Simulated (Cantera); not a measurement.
A perfectly stirred reactor is fed with 1.09 % H₂, 98.9 % O₂, equivalence ratio 0.0055, at 0.0375 atm; it is held at 1300 K, and followed from long to short residence time.

Cantera simulation using GRI-Mech 3.0 (53 species, 325 reactions); the numbers are that mechanism's predictions, not measurements. Radical loss at walls, strong at low pressure, is not modelled.

**Question.** Predict: x(H₂) at τ = 0.390 s; x(O₂) at τ = 0.390 s; x(H) at τ = 0.390 s; x(OH) at τ = 0.390 s; x(H₂O) at τ = 0.390 s; x(H₂) at τ = 15.0 ms; x(O₂) at τ = 15.0 ms; x(H) at τ = 15.0 ms; x(OH) at τ = 15.0 ms; x(H₂O) at τ = 15.0 ms.

**Answer.** 
```
Item                     Result
---------------------  --------
x(H₂) at τ = 0.390 s    3.77e-5
x(O₂) at τ = 0.390 s      0.987
x(H) at τ = 0.390 s     2.80e-5
x(OH) at τ = 0.390 s   0.000481
x(H₂O) at τ = 0.390 s    0.0106
x(H₂) at τ = 15.0 ms   0.000274
x(O₂) at τ = 15.0 ms      0.982
x(H) at τ = 15.0 ms    0.000275
x(OH) at τ = 15.0 ms    0.00113
x(H₂O) at τ = 15.0 ms   0.00992
```
